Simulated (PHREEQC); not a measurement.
A solution holds 8.4 mmol/kgw NH3, at 20 °C. Closed to the air; pH follows from the charge balance.

The numbers come from PHREEQC with the ion-association model, wateq4f.dat.

Precipitation was switched off in this run.

Problem. Estimate the pH, ionic strength.

Solution. pH 10.74; ionic strength 0.000378 mol/kgw.

Problem. In which forms is N present?

Solution. NH3 95 %, NH4+ 4.5 % of the N.

Complexes and solids missing from the database can't appear.
